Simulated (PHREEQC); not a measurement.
1 kg of water holding 0.029 mol KCl, 0.5 mol Na2SO4 and 0.032 mol Na2CO3 is evaporated at 25 °C; the solids stay in contact with the brine. CO2 from the air is kept out. The run lets Arcanite, Burkeite, Glaserite, Halite, Kalicinite, Mirabilite, Misenite, Nahcolite, Natron, Sylvite, Thenardite, Trona precipitate or redissolve, and no other solid.

The series has 27 steps of water left (kg), from 1 to 0.006119.

The numbers come from PHREEQC with the Pitzer model, pitzer.dat.

Question: Which solids form, in which order, and at which step of the series does each first stand?

Answer: Mirabilite from water left = 0.184 kg (pH 11.22), last present at water left = 0.02371 kg; Glaserite from water left = 0.02371 kg (pH 11.76); Thenardite from water left = 0.02371 kg (pH 11.76); Burkeite from water left = 0.01981 kg (pH 11.76).
